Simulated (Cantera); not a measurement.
**Low-pressure radical oxidation in H2/O2**

An isothermal, constant-pressure homogeneous reactor starts with 9.50 % H2, 45.2 % O2, 36.7 % N2, 8.60 % H2O, equivalence ratio 0.10, at 925 K and 0.0267 bar.

Model: the H2/O2 subset of GRI-Mech 3.0, which has no nitrogen chemistry, integrated in Cantera. Radical loss at walls, strong at low pressure, is not modelled. Below about 950 K walls govern HO2 and H2O2 in real vessels. The temperature is held fixed by assumption; the heat of reaction is taken as removed at once.

```json
[
 {"t (s)": "1.00e-5", "x H2": "0.0950", "x O2": "0.452", "x OH": "<1e-12", "x HO2": "<1e-12", "x O": "<1e-12"},
 {"t (s)": "4.06e-5", "x H2": "0.0950", "x O2": "0.452", "x OH": "<1e-12", "x HO2": "3.72e-12", "x O": "<1e-12"},
 {"t (s)": "0.000165", "x H2": "0.0950", "x O2": "0.452", "x OH": "1.77e-12", "x HO2": "1.56e-11", "x O": "3.72e-12"},
 {"t (s)": "0.000669", "x H2": "0.0950", "x O2": "0.452", "x OH": "2.31e-11", "x HO2": "7.80e-11", "x O": "6.69e-11"},
 {"t (s)": "0.00272", "x H2": "0.0950", "x O2": "0.452", "x OH": "2.65e-8", "x HO2": "2.51e-8", "x O": "7.94e-8"},
 {"t (s)": "0.0110", "x H2": "0.00446", "x O2": "0.424", "x OH": "0.00115", "x HO2": "2.06e-5", "x O": "0.00233"},
 {"t (s)": "0.0448", "x H2": "0.000297", "x O2": "0.425", "x OH": "9.86e-5", "x HO2": "5.16e-6", "x O": "7.44e-5"},
 {"t (s)": "0.182", "x H2": "2.89e-5", "x O2": "0.425", "x OH": "3.10e-5", "x HO2": "8.49e-7", "x O": "6.72e-6"},
 {"t (s)": "0.739", "x H2": "1.49e-6", "x O2": "0.425", "x OH": "1.01e-5", "x HO2": "8.18e-8", "x O": "5.94e-7"},
 {"t (s)": "3.00", "x H2": "4.53e-8", "x O2": "0.425", "x OH": "3.60e-6", "x HO2": "9.67e-9", "x O": "7.38e-8"}
]
```
x: mole fraction; the columns are a selection and need not sum to one.

Equilibrium at this temperature and pressure: H2 1.40e-11, O2 0.425, OH 9.63e-8, HO2 2.41e-10, O 5.38e-11 (gas phase only).
